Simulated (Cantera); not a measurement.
Gas mixture: 58.3 % N2, 36.4 % H2O, 5.34 % NO, at 20.0 Torr, frozen composition.

Cantera's kinetic-theory transport with the Lennard-Jones parameters of GRI-Mech 3.0, ideal gas; thermal conductivity in the multicomponent form. Polar gases are described roughly by these parameters. The composition is frozen, though it would react at the higher temperatures.

One state of this run: ρ (kg/m³) = 0.0157; cp (J/kg/K) = 1295; μ (µPa s) = 23.3; λ (mW/m/K) = 44.9; Pr = 0.671; D (cm²/s) H2 = 74.1; D (cm²/s) OH = 31.4; D (cm²/s) O = 32.0. D: mixture-averaged diffusion coefficient of that species in the mixture.

Task: Which value of T (K) does it belong to?
(A) 1000
(B) 500
(C) 600
(D) 400

Result: B, 500
